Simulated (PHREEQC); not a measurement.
## Geothermal or formation water (model solution)

Synthetic water in mmol/kgw, 50 °C, pH 6.63, pe 10.8:

```json
[
 {"constituent": "Na", "mmol/kgw": "44.5"},
 {"constituent": "K", "mmol/kgw": "3.15"},
 {"constituent": "Ca", "mmol/kgw": "10.1"},
 {"constituent": "Mg", "mmol/kgw": "10.7"},
 {"constituent": "Cl", "mmol/kgw": "82.3"},
 {"constituent": "S(6)", "mmol/kgw": "3.84"},
 {"constituent": "Alkalinity (meq/kgw)", "mmol/kgw": "0.00727"},
 {"constituent": "Si", "mmol/kgw": "0.094"}
]
```

Valence states are taken as typed.

Equilibrium calculation in PHREEQC: ion-association model, phreeqc.dat.

Each row changes one thing in this solution. No solid was allowed to form.

```
case                                             ionic strength (mol/kgw)  Mg+2 (mol/kgw)  Ca+2 (mol/kgw)  SO4-2 (mol/kgw)  MgSO4 (mol/kgw)  CaSO4 (mol/kgw)  SI of Quartz (SiO2)  SI of Gypsum (CaSO4:2H2O)
-----------------------------------------------  ------------------------  --------------  --------------  ---------------  ---------------  ---------------  -------------------  -------------------------
as made                                                             0.107         0.00962         0.00958          0.00204          0.00108         0.000514                -0.37                      -0.98
Na from 44.5 to 89 mmol/kgw                                         0.130         0.00973             [?]          0.00205              [?]         0.000457                -0.37                      -1.03
pH from 6.63 to 6.13 at the same alkalinity                         0.107         0.00962         0.00958          0.00204          0.00108         0.000514                -0.37                      -0.98
all concentrations times 4 at the same typed pH                     0.423             [?]          0.0380          0.00626          0.00526          0.00237                +0.27                      -0.29
Ca from 10.1 to 30.3 mmol/kgw                                       0.147         0.00990          0.0292          0.00178         0.000796          0.00111                -0.37                      -0.65
```

Problem. Complete the blanks.

Solution. 
- Na from 44.5 to 89 mmol/kgw, Ca+2 (mol/kgw): 0.00964
- Na from 44.5 to 89 mmol/kgw, MgSO4 (mol/kgw): 0.000973
- all concentrations times 4 at the same typed pH, Mg+2 (mol/kgw): 0.0375

Complexes and solids missing from the database can't appear. Some of these states are supersaturated (in Quartz (slow to form), for instance). At this temperature some constants are extrapolated from 25 °C, and those without enthalpy data are left unchanged.
